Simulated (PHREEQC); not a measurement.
**Alkaline etch or developer (model solution)**

A solution holds 0.00099 mol TMAH, 0.00072 mol H4SiO4 and 0.17 mol Na2CO3 per kg of water, at 20 °C. Closed to the air; pH follows from the charge balance.

The numbers come from PHREEQC with the ion-association model, phreeqc.dat.

Precipitation was switched off in this run.

Task: What pH, density, activity of water does the model give?

Result: pH 11.46; density 1.017 g/cm³; activity of water 0.993.

Task: In which forms is C present?

Result: CO3-2 50 %, NaCO3- 48 %, HCO3- 1.5 % of the C.

Complexes and solids missing from the database can't appear. (CH3)4N+ isn't in the database: it is added as a free cation with an ion size of 4 Å.
